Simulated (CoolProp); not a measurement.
Aqueous potassium formate as a coolant, 46 % by mass, freezing at -45.9 °C, 1 atm.

Model: Melinder's fits for secondary coolants, in CoolProp.

| T (°C) | viscosity (mPa s) | Prandtl number | conductivity (W/(m K)) | cp (kJ/(kg K)) |
|---|---|---|---|---|
| -42.4 | 27.6 | ? | 0.429 | 2.627 |
| -35.7 | 18.0 | 109 | ? | 2.639 |
| -28.9 | ? | 73.1 | 0.444 | ? |
| -22.1 | 8.79 | 51.8 | 0.452 | 2.663 |
| -15.3 | 6.58 | 38.3 | 0.460 | ? |
| -8.6 | 5.14 | 29.5 | ? | 2.687 |
| -1.8 | 4.13 | 23.5 | ? | 2.699 |
| 5 | ? | 19.2 | 0.483 | 2.711 |
| 11.8 | 2.89 | 16.0 | 0.491 | 2.723 |
| 18.6 | 2.49 | 13.6 | 0.499 | 2.736 |
| 25.3 | 2.17 | 11.8 | 0.506 | 2.748 |
| 32.1 | 1.90 | 10.2 | 0.514 | 2.761 |

Some entries are withheld; supply them.


- -42.4, Prandtl number: 169
- -35.7, conductivity (W/(m K)): 0.437
- -28.9, viscosity (mPa s): 12.3
- -28.9, cp (kJ/(kg K)): 2.651
- -15.3, cp (kJ/(kg K)): 2.675
- -8.6, conductivity (W/(m K)): 0.468
- -1.8, conductivity (W/(m K)): 0.475
- 5, viscosity (mPa s): 3.42
